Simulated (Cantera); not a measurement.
An isothermal, constant-pressure homogeneous reactor starts with H2 : O2 : N2 = 1.7 : 1 : 1.2 (molar parts), at 750 K and 1.00 bar. Integrator tolerance rtol = 1e-08.

Computed with Cantera and the H2/O2 subset of GRI-Mech 3.0, which has no nitrogen chemistry. Below about 950 K walls govern HO2 and H2O2 in real vessels. The temperature is held fixed by assumption; the heat of reaction is taken as removed at once.

Q: What does this change do: N2 1.2 to 5.3 parts?

A: 
```csv
quantity,before,after
x(H2) at 200 s,0.409 (gas-phase equilibrium <1e-12),0.206 (gas-phase equilibrium <1e-12)
x(O2) at 200 s,0.243 (gas-phase equilibrium 0.0492),0.121 (gas-phase equilibrium 0.0210)
x(H2O2) at 200 s,0.00204 (gas-phase equilibrium 4.97e-12),0.000630 (gas-phase equilibrium 1.38e-12)
x(HO2) at 200 s,4.45e-6 (gas-phase equilibrium 3.59e-12),2.25e-6 (gas-phase equilibrium 1.24e-12)
x(H2O) at 200 s,0.0330 (gas-phase equilibrium 0.557),0.00703 (gas-phase equilibrium 0.238)
x(OH) at 200 s,1.12e-10 (gas-phase equilibrium 2.83e-10),5.71e-11 (gas-phase equilibrium 1.49e-10)
```

Q: What does this change do: H2 1.7 to 12 parts?

A: 
```json
[
 {"quantity": "x(H2) at 200 s", "before": "0.409 (gas-phase equilibrium <1e-12)", "after": "0.814 (gas-phase equilibrium 0.758)"},
 {"quantity": "x(O2) at 200 s", "before": "0.243 (gas-phase equilibrium 0.0492)", "after": "0.0442 (gas-phase equilibrium <1e-12)"},
 {"quantity": "x(H2O2) at 200 s", "before": "0.00204 (gas-phase equilibrium 4.97e-12)", "after": "0.00127 (gas-phase equilibrium <1e-12)"},
 {"quantity": "x(HO2) at 200 s", "before": "4.45e-6 (gas-phase equilibrium 3.59e-12)", "after": "3.89e-6 (gas-phase equilibrium <1e-12)"},
 {"quantity": "x(H2O) at 200 s", "before": "0.0330 (gas-phase equilibrium 0.557)", "after": "0.0539 (gas-phase equilibrium 0.152)"},
 {"quantity": "x(OH) at 200 s", "before": "1.12e-10 (gas-phase equilibrium 2.83e-10)", "after": "5.00e-11 (gas-phase equilibrium <1e-12)"}
]
```
